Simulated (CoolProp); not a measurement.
Properties of CHF3 (R23) at several states (Tc = 26.1 °C, pc = 4.832 MPa, ω = 0.263).

The numbers come from the reference Helmholtz-energy equation of state, Penoncello 2003 in CoolProp.

```csv
T (°C),p (MPa),phase,density (kg/m³),viscosity (µPa s)
114.15,0.969,gas,21.70,___
96.95,0.243,gas,5.577,___
185.85,0.154,gas,2.832,22.0
71.75,11.7,supercritical,607.3,___
-120.25,0.0768,liquid,___,653
31.05,0.0166,gas,0.4601,___
```

Problem. Some entries are withheld; supply them.

Solution. 
- 114.15, viscosity (µPa s): 19.0
- 96.95, viscosity (µPa s): 18.2
- 71.75, viscosity (µPa s): 40.8
- -120.25, density (kg/m³): 1584
- 31.05, viscosity (µPa s): 15.2

Viscosity comes from a separate model (Shan 2000).
